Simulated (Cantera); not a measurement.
**Equilibrium for nitride etching: Si3N4 + HF + N2**

Charge: 1 mol Si3N4, a varied amount of HF, 7.3 mol N2, equilibrated at 0.133 bar.

Cantera equilibrium calculation (NASA polynomials, part measured and part estimated; ideal gas, pure solids and liquids). Candidate condensed phases: Si, Si3N4; 37 gas species. The tables' values for SiF2, SiF3 are old estimates. Kinetics and transport are ignored.

Stable condensed phases:

```
T in K \ n(HF) in mol
         2.4 3.1 4.1 5.3 6.9 9.1  12  15  20  26  34  45
   2075    A   A   A   A   A   B   B   B   B   B   B   B
   1925    C   C   C   C   C   B   B   B   B   B   B   B
   1775    C   C   C   C   C   C   B   B   B   B   B   B
   1625    C   C   C   C   C   C   B   B   B   B   B   B
   1475    C   C   C   C   C   C   B   B   B   B   B   B
   1325    C   C   C   C   C   C   C   B   B   B   B   B
   1175    C   C   C   C   C   C   C   B   B   B   B   B
   1025    C   C   C   C   C   C   C   B   B   B   B   B
    875    C   C   C   C   C   C   C   B   B   B   B   B
    725    C   C   C   C   C   C   B   B   B   B   B   B
```

A: Si; B: gas only; C: Si3N4.
